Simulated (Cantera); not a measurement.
A closed system holds: 1 mol SiHCl3, 0.0061 mol C3H8, 360 mol H2, equilibrated at 135 Torr.

Cantera equilibrium calculation (NASA polynomials, part measured and part estimated; ideal gas, pure solids and liquids). Candidate condensed phases: C, C6H6, C7H8, C8H18, Si, SiC; 109 gas species. Mutual solubility and eutectic melting of coexisting phases are not modelled. The tables' values for SiCl, SiCl3 are old estimates; treat these amounts as uncertain. Gases not in the tables: Si2H6 and higher silanes. The numbers say what is thermodynamically allowed, not how fast it happens.

x: gas mole fraction; n: condensed amount in mol.

```csv
T (K),x H2,x H,x HCl,x Si,x SiHCl3,n Si(s),n SiC(s),n Si(l)
925,0.996,6.12e-10,0.00265,<1e-12,0.000901,0.367,0.0155,0
1075,0.993,3.45e-8,0.00652,<1e-12,0.000274,0.769,0.0162,0
1225,0.992,7.32e-7,0.00782,1.92e-11,2.56e-5,0.908,0.0167,0
1375,0.992,8.04e-6,0.00790,2.28e-9,2.73e-6,0.913,0.0169,0
1525,0.992,5.55e-5,0.00787,1.05e-7,4.39e-7,0.907,0.0171,0
1675,0.992,___,0.00783,___,___,0.895,0.0172,0
1825,0.991,0.00103,0.00789,2.53e-5,2.25e-8,0,0.0168,0.886
1975,0.988,0.00321,0.00792,0.000180,6.24e-9,0,0.0140,0.799
2125,0.982,0.00848,0.00787,0.000964,2.04e-9,0,0,0.395
2275,0.970,___,0.00790,___,___,0,0,0
2425,0.948,0.0411,0.00778,0.00222,5.09e-11,0,0,0
2575,0.911,0.0779,0.00746,0.00232,7.57e-12,0,0,0
```

Question: Complete the blanks.

Answer: 
- 1675, x H: 0.000273
- 1675, x Si: 2.41e-6
- 1675, x SiHCl3: 9.83e-8
- 2275, x H: 0.0197
- 2275, x Si: 0.00200
- 2275, x SiHCl3: 3.86e-10
